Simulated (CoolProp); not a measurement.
R1224YDZ along the isotherm 473.1 K: density (kg/m³) from the reference equation and from simpler models built on Tc = 428.7 K, pc = 33.34 bar, ω = 0.325; each cubic takes its own stable root.

Values from CoolProp's reference Helmholtz-energy equation of state, Akasaka 2023.

```csv
p (bar),phase,reference,Redlich-Kwong,Soave-Redlich-Kwong
0.527,gas,1.997,1.997,1.997
0.999,gas,3.799,3.800,3.798
1.89,gas,7.236,7.240,7.233
3.59,gas,___,13.94,13.91
6.81,gas,27.10,27.16,27.06
12.9,gas,54.08,54.38,53.91
24.5,gas,115.4,___,___
46.4,supercritical,300.7,327.5,291.9
87.9,supercritical,771.1,694.4,645.7
167,supercritical,950.9,882.7,___
```

### Question
Some entries are withheld; supply them.

### Answer

- 3.59, reference: 13.92
- 24.5, Redlich-Kwong: 117.2
- 24.5, Soave-Redlich-Kwong: 114.5
- 167, Soave-Redlich-Kwong: 855.1
